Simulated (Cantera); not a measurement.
An isothermal, constant-pressure homogeneous reactor starts with CH₄ : CO₂ = 1 : 2.3 (molar parts), at 1525 K and 100000 Pa. Integrator tolerance rtol = 1e-08.

Model: GRI-Mech 3.0 (53 species, 325 reactions), integrated in Cantera.

```csv
quantity,before,after
x(CH₄) at 5.00 s,0.0188 (gas-phase equilibrium 1.68e-7),0.00122 (gas-phase equilibrium 9.11e-12)
x(CO₂) at 5.00 s,0.188 (gas-phase equilibrium 0.109),0.702 (gas-phase equilibrium 0.684)
x(H₂) at 5.00 s,0.155 (gas-phase equilibrium 0.241),0.00961 (gas-phase equilibrium 0.0110)
x(CH₂CO) at 5.00 s,1.98e-5 (gas-phase equilibrium 8.21e-12),4.69e-6 (gas-phase equilibrium <1e-12)
x(C₂H₄) at 5.00 s,0.00139 (gas-phase equilibrium <1e-12),9.30e-6 (gas-phase equilibrium <1e-12)
x(H₂O) at 5.00 s,0.188 (gas-phase equilibrium 0.137),0.0947 (gas-phase equilibrium 0.0981)
```

Question: Which change was made?
A. pressure from 100000 Pa to 15000 Pa
B. CH4 1 to 0.15 parts
C. pressure from 100000 Pa to 11000 Pa
D. temperature 1525 to 1725 K

Answer: B, CH4 1 to 0.15 parts
